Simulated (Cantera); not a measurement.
Input: 1 mol SiH₄, 5.2 mol NO, at 1473.15 K and 28.5 Torr.

Equilibrium computed with Cantera from the NASA thermochemical tables; the gas is ideal and each condensed phase is pure. Candidate condensed phases: H₂O, Si, SiO₂, Si₂N₂O, Si₃N₄; 35 gas species. The tables hold silica as quartz up to 1696 K and as liquid above; real silica turns to tridymite and cristobalite and melts near 1996 K. Gases not in the tables: Si(OH)₄. The numbers say what is thermodynamically allowed, not how fast it happens.

Base state: N₂ 0.500, H₂O 0.384, O₂ 0.115, NO 0.000631, OH 0.000236 (mole fractions); condensed: SiO₂(β-quartz).

Q: What changes in the equilibrium state with this change: NO from 5.2 to 0.5 mol?

A: 
| species | before | after |
|---|---|---|
| H₂ | 7.63e-6 | 0.992 |
| SiO | <1e-9 | 0.00829 |
| H | 1.80e-7 | 6.47e-5 |
| N₂ | 0.500 | 1.03e-6 |
| H₂O | 0.384 | 2.45e-6 |
| O₂ | 0.115 | <1e-9 |
| NO | 0.000631 | <1e-9 |
| OH | 0.000236 | <1e-9 |
| SiO₂(β-quartz), mol | 1.00 | 0.117 |
| Si(s), mol | 0 | 0.367 |
| Si₂N₂O(s), mol | 0 | 0.250 |
Mutual solubility and eutectic melting of coexisting phases are not modelled.
